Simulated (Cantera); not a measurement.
A closed system holds: 1 mol B2H6, 0.12 mol O2, 1 mol NH3, equilibrated at 13300 Pa.

Cantera equilibrium calculation (NASA polynomials, part measured and part estimated; ideal gas, pure solids and liquids). Candidate condensed phases: B, BN, B2O3, B3O3H3, H2O; 39 gas species. The feed counts by its element totals alone. Mutual solubility and eutectic melting of coexisting phases are not modelled. The numbers say what is thermodynamically allowed, not how fast it happens. All values below are at 825 °C.

Base state: H2 0.998, B3O3H3 0.00239, HBO 2.35e-5 (mole fractions); condensed: B(s) + BN(s) + B2O3(l).

What changes in the equilibrium state with this change: O2 from 0.12 to 1.1 mol?


```json
[
 {"species": "H2", "before": "0.998", "after": "0.950"},
 {"species": "N2", "before": "<1e-9", "after": "0.0488"},
 {"species": "H2O", "before": "1.22e-7", "after": "0.00165"},
 {"species": "B3O3H3", "before": "0.00239", "after": "1.30e-9"},
 {"species": "HBO2", "before": "1.61e-7", "after": "1.88e-5"},
 {"species": "HBO", "before": "2.35e-5", "after": "1.92e-7"},
 {"species": "B(s), mol", "before": "0.829", "after": "0"},
 {"species": "BN(s), mol", "before": "1.00", "after": "0.539"},
 {"species": "B2O3(l), mol", "before": "0.0692", "after": "0.731"}
]
```
Gases not in the tables: H3BO3.
